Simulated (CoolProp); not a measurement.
R152A along the isotherm 409.1 K: density (kg/m³) from the reference equation and from simpler models built on Tc = 386.4 K, pc = 4517 kPa, ω = 0.275; each cubic takes its own stable root.

Values from CoolProp's reference Helmholtz-energy equation of state, Outcalt 1996. It is a modified Benedict-Webb-Rubin equation, recast in Helmholtz form.

| p (kPa) | phase | reference |
|---|---|---|
| 423 | gas | 8.458 |
| 847 | gas | 17.47 |
| 1270 | gas | 27.08 |
| 1690 | gas | 37.33 |
| 2120 | gas | 48.69 |
| 2540 | gas | 60.79 |
| 2960 | gas | 74.11 |
| 3390 | gas | 89.33 |
| 3810 | gas | 106.2 |
| 4230 | gas | 125.7 |
| 4660 | supercritical | 149.6 |
| 5080 | supercritical | 178.5 |
| 5500 | supercritical | 216.5 |
| 5930 | supercritical | 270.1 |
| 6350 | supercritical | 336.8 |
| 6780 | supercritical | 402.6 |

Question: How far does each simpler model (ideal gas, van der Waals, Soave-Redlich-Kwong) lie from the reference over these 16 states: mean and median of the absolute difference, and the worst?

Answer: 
- ideal gas: mean 31.3 %, median 28.3 %, worst -67.3 % at 409.1 K and 6780 kPa
- van der Waals: mean 3.8 %, median 2.7 %, worst -15.2 % at 409.1 K and 6780 kPa
- Soave-Redlich-Kwong: mean 5.1 %, median 2.8 %, worst -19.8 % at 409.1 K and 6780 kPa
